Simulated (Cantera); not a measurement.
Feed: 1 mol Si3N4, 0.017 mol CO2, 170 mol H2, 0.0017 mol H2O, held at 1248 K and 2.90 Pa.

Cantera equilibrium calculation (NASA polynomials, part measured and part estimated; ideal gas, pure solids and liquids). Candidate condensed phases: C, C6H6, C7H8, C8H18, H2O, Si, SiC, SiO2, Si2N2O, Si3N4; 151 gas species. Mutual solubility and eutectic melting of coexisting phases are not modelled. Equilibrium is a limit: real reactors are often held back by kinetics, nucleation or transport.

Base state: H2 0.996, N2 0.00411, H 8.65e-5, SiO 1.83e-5 (mole fractions); condensed: Si(s) + SiC(s) + Si2N2O(s) + Si3N4(s).

Problem. What changes in the equilibrium state with this change: Si3N4 replaced by Si?

Solution. 
```csv
species,before,after
H2,0.996,1.000
SiO,1.83e-5,0.000208
H,8.65e-5,8.67e-5
N2,0.00411,0
"Si(s), mol",1.02,0.948
"SiC(s), mol",0.0170,0.0167
"Si2N2O(s), mol",0.0325,0
"Si3N4(s), mol",0.633,0
```
